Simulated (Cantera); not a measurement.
Charge: 1 mol CF4, 0.27 mol H2, held at 750 Torr.

Equilibrium computed with Cantera from the NASA thermochemical tables; the gas is ideal and each condensed phase is pure. Candidate condensed phases: C, C6H6, C7H8, C8H18; 95 gas species. Gases not in the tables: C2F6 and larger saturated fluorocarbons. Kinetics and transport are ignored.

Problem. Which condensed phases are stable at each of these points (T (°C)): 1402, 1502, 1602, 1702, 1802, 1902, 2002, 2102, 2202, 2302, 2402, 2502, 2602?

Solution. 
| T (°C) | condensed phases | C condensed (%) |
|---|---|---|
| 1402 | C(graphite) | 13.5 |
| 1502 | C(graphite) | 13.4 |
| 1602 | C(graphite) | 13.3 |
| 1702 | C(graphite) | 13.0 |
| 1802 | C(graphite) | 12.3 |
| 1902 | C(graphite) | 11.1 |
| 2002 | C(graphite) | 9.0 |
| 2102 | C(graphite) | 5.6 |
| 2202 | C(graphite) | 0.2 |
| 2302 | gas only | 0.0 |
| 2402 | gas only | 0.0 |
| 2502 | gas only | 0.0 |
| 2602 | gas only | 0.0 |

From 1402 °C to 2202 °C the condensed part is C(graphite). From 2302 °C to 2602 °C nothing is condensed.
